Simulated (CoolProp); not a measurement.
The numbers come from the reference Helmholtz-energy equation of state, Lemmon 2005 in CoolProp. It is a short technical equation, of lower accuracy than the large ones.

Problem. For isobutene, give the phase and the density (kg/m³), Joule-Thomson coefficient (K/MPa), isothermal compressibility (1/MPa), expansivity (1/kK) at 334.6 K and 1330 kPa; 488.5 K and 1330 kPa.

Solution. 
- 334.6 K and 1330 kPa: liquid; density 541, Joule-Thomson coefficient -0.0400, isothermal compressibility 0.00585, expansivity 2.82
- 488.5 K and 1330 kPa: gas; density 19.8, Joule-Thomson coefficient 5.93, isothermal compressibility 0.812, expansivity 2.62
